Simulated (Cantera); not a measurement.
What does this Cantera script print?

```python
import numpy as np
import cantera as ct

gas = ct.Solution("gri30.yaml")
gas.TPX = 1850, 8100, {'C2H6': 1, 'N2': 61}
reactor = ct.IdealGasConstPressureReactor(gas, energy="off", clone=False)
net = ct.ReactorNet([reactor])
net.rtol, net.atol = 1e-08, 1e-18
show = ['C2H6', 'CH3', 'C2H2', 'C2H', 'H', 'C2H4', 'H2']
times = np.geomspace(2e-06, 10, 10)

steps = ct.SolutionArray(gas, extra=["t"])
rows = []
print(f"{'t/s':>10s}{'T/K':>9s}{'P/Pa':>11s}" + "".join(f"{s:>11s}" for s in show))
for t in times:
    while net.time < t:
        t_next = net.step()
        steps.append(gas.state, t=t_next)
    rows.append([np.interp(t, steps.t, y) for y in (steps.T, steps.P, *steps(*show).X.T)])
    print(f"{t:10.3e}{rows[-1][0]:9.1f}{rows[-1][1]:11.4g}" + "".join(f"{x:11.3e}" for x in rows[-1][2:]))
rate = np.gradient(steps.T, steps.t)
print("integrator steps:", len(steps.t))
if steps.T.max() > steps.T[0] + 200:
    print(f"time of steepest temperature rise: {steps.t[rate.argmax()]:.4e} s")
gas.TPX = 1850, 8100, {'C2H6': 1, 'N2': 61}
gas.equilibrate("TP")
print(f"equilibrium (TP): T = {gas.T:.1f} K  " + "  ".join(f"{s} {gas[s].X[0]:.3e}" for s in show))
```

Output:

```
       t/s      T/K       P/Pa       C2H6        CH3       C2H2        C2H          H       C2H4         H2
 2.000e-06   1850.0       8100  1.578e-02  6.854e-04  4.251e-11  3.207e-18  1.257e-06  2.947e-07  2.331e-07
 1.110e-05   1850.0       8100  1.424e-02  3.538e-03  2.439e-08  1.974e-13  3.336e-05  2.890e-05  2.161e-05
 6.162e-05   1850.0       8100  6.040e-03  1.103e-02  2.356e-04  3.115e-07  9.330e-04  3.196e-03  3.286e-03
 3.420e-04   1850.0       8100  2.696e-05  2.411e-03  1.021e-02  6.068e-06  1.193e-03  2.927e-03  2.176e-02
 1.898e-03   1850.0       8100  1.274e-06  5.044e-04  1.439e-02  2.573e-06  4.650e-04  1.476e-04  2.796e-02
 1.054e-02   1850.0       8100  1.814e-07  1.773e-04  1.498e-02  1.437e-06  2.626e-04  1.650e-05  2.942e-02
 5.848e-02   1850.0       8100  2.807e-08  6.942e-05  1.533e-02  1.355e-06  2.502e-04  3.038e-06  3.042e-02
 3.246e-01   1850.0       8100  1.031e-09  1.365e-05  1.552e-02  1.653e-06  3.069e-04  7.326e-07  3.097e-02
 1.802e+00   1850.0       8100  6.834e-12  1.093e-06  1.555e-02  1.796e-06  3.340e-04  6.495e-07  3.107e-02
 1.000e+01   1850.0       8100  5.158e-13  1.572e-07  1.554e-02  1.806e-06  3.360e-04  6.490e-07  3.107e-02
integrator steps: 1344
equilibrium (TP): T = 1850.0 K  C2H6 2.080e-13  CH3 1.719e-07  C2H2 1.973e-03  C2H 2.292e-07  H 3.361e-04  C2H4 8.238e-08  H2 3.108e-02
```

Cantera simulation using GRI-Mech 3.0 (53 species, 325 reactions); the numbers are that mechanism's predictions, not measurements. GRI-Mech 3.0 stops at C3 and has no aromatics, soot or wall deposition, so with more carbon than oxygen in the feed, carbon stays in small species such as C2H2 where larger ones or solid carbon would form.
